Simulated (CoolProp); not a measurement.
Values from CoolProp's reference Helmholtz-energy equation of state, Schmidt 1985.

Q: Give the vapour pressure (bar), enthalpy of vaporisation (kJ/kg), vapour Z, surface tension (mN/m) of saturated oxygen at 87.4, 99.7 K.

A: 
```csv
T (K),p (bar),enthalpy of vaporisation (kJ/kg),vapour Z,surface tension (mN/m)
87.4,0.749,216,0.974,13.8
99.7,2.48,203,0.939,10.8
```

Surface tension comes from a separate correlation (Mulero 2012).
